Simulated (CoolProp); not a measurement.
Properties of R152A along the isotherm 396.6 K.

Computed with CoolProp (reference Helmholtz-energy equation of state, Outcalt 1996). It is a modified Benedict-Webb-Rubin equation, recast in Helmholtz form.

| p (bar) | phase | expansivity (1/kK) | viscosity (µPa s) | conductivity (mW/(m K)) |
|---|---|---|---|---|
| 0.214 | gas | 2.536 | 14.8 | 23.7 |
| 0.334 | gas | 2.544 | 14.8 | 23.7 |
| 0.519 | gas | 2.557 | 14.8 | 23.7 |
| 0.809 | gas | 2.577 | 14.8 | 23.7 |
| 1.26 | gas | 2.609 | 14.8 | 23.7 |
| 1.96 | gas | 2.659 | 14.8 | 23.8 |
| 3.05 | gas | 2.740 | 14.8 | 23.8 |
| 4.75 | gas | 2.872 | 14.8 | 24.0 |
| 7.4 | gas | 3.097 | 14.8 | 24.2 |
| 11.5 | gas | 3.496 | 14.9 | 24.6 |
| 17.9 | gas | 4.291 | 15.0 | 25.4 |
| 27.9 | gas | 6.282 | 15.6 | 27.4 |
| 43.5 | gas | 16.98 | 18.2 | 36.5 |
| 67.8 | supercritical | 16.24 | 53.7 | 65.6 |

Viscosity comes from a separate model (Bell 2016), an estimate that may be off by 10 % or more. Thermal conductivity comes from a separate model (Krauss 1996).
